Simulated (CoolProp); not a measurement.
Saturation properties of R1233zd(E).

Model: reference Helmholtz-energy equation of state, Akasaka 2022, in CoolProp.

```json
[
 {"T (°C)": "38.45", "p (kPa)": "205.6", "liquid density (kg/m³)": "1230", "vapour density (kg/m³)": "11.12", "enthalpy of vaporisation (kJ/kg)": "183.9", "liquid cp (kJ/(kg K))": "1.216"},
 {"T (°C)": "43.25", "p (kPa)": "239.4", "liquid density (kg/m³)": "1218", "vapour density (kg/m³)": "12.86", "enthalpy of vaporisation (kJ/kg)": "181.3", "liquid cp (kJ/(kg K))": "1.227"},
 {"T (°C)": "48.05", "p (kPa)": "277.3", "liquid density (kg/m³)": "1205", "vapour density (kg/m³)": "14.81", "enthalpy of vaporisation (kJ/kg)": "178.7", "liquid cp (kJ/(kg K))": "1.238"},
 {"T (°C)": "52.85", "p (kPa)": "319.6", "liquid density (kg/m³)": "1192", "vapour density (kg/m³)": "16.98", "enthalpy of vaporisation (kJ/kg)": "175.9", "liquid cp (kJ/(kg K))": "1.250"},
 {"T (°C)": "57.65", "p (kPa)": "366.6", "liquid density (kg/m³)": "1179", "vapour density (kg/m³)": "19.41", "enthalpy of vaporisation (kJ/kg)": "173.0", "liquid cp (kJ/(kg K))": "1.263"},
 {"T (°C)": "62.45", "p (kPa)": "418.8", "liquid density (kg/m³)": "1166", "vapour density (kg/m³)": "22.11", "enthalpy of vaporisation (kJ/kg)": "170.1", "liquid cp (kJ/(kg K))": "1.276"},
 {"T (°C)": "67.15", "p (kPa)": "475.1", "liquid density (kg/m³)": "1153", "vapour density (kg/m³)": "25.04", "enthalpy of vaporisation (kJ/kg)": "167.1", "liquid cp (kJ/(kg K))": "1.289"},
 {"T (°C)": "71.95", "p (kPa)": "538.4", "liquid density (kg/m³)": "1139", "vapour density (kg/m³)": "28.35", "enthalpy of vaporisation (kJ/kg)": "164.0", "liquid cp (kJ/(kg K))": "1.303"},
 {"T (°C)": "76.75", "p (kPa)": "607.8", "liquid density (kg/m³)": "1125", "vapour density (kg/m³)": "32.02", "enthalpy of vaporisation (kJ/kg)": "160.7", "liquid cp (kJ/(kg K))": "1.318"},
 {"T (°C)": "81.55", "p (kPa)": "683.8", "liquid density (kg/m³)": "1110", "vapour density (kg/m³)": "36.09", "enthalpy of vaporisation (kJ/kg)": "157.3", "liquid cp (kJ/(kg K))": "1.334"},
 {"T (°C)": "86.35", "p (kPa)": "766.8", "liquid density (kg/m³)": "1095", "vapour density (kg/m³)": "40.59", "enthalpy of vaporisation (kJ/kg)": "153.7", "liquid cp (kJ/(kg K))": "1.351"},
 {"T (°C)": "91.15", "p (kPa)": "857.0", "liquid density (kg/m³)": "1080", "vapour density (kg/m³)": "45.58", "enthalpy of vaporisation (kJ/kg)": "150.0", "liquid cp (kJ/(kg K))": "1.370"},
 {"T (°C)": "95.85", "p (kPa)": "952.9", "liquid density (kg/m³)": "1064", "vapour density (kg/m³)": "50.98", "enthalpy of vaporisation (kJ/kg)": "146.2", "liquid cp (kJ/(kg K))": "1.390"},
 {"T (°C)": "100.65", "p (kPa)": "1059", "liquid density (kg/m³)": "1047", "vapour density (kg/m³)": "57.10", "enthalpy of vaporisation (kJ/kg)": "142.2", "liquid cp (kJ/(kg K))": "1.412"},
 {"T (°C)": "105.45", "p (kPa)": "1174", "liquid density (kg/m³)": "1030", "vapour density (kg/m³)": "63.89", "enthalpy of vaporisation (kJ/kg)": "137.9", "liquid cp (kJ/(kg K))": "1.436"}
]
```

It boils at 18.1 °C under 1 atm.
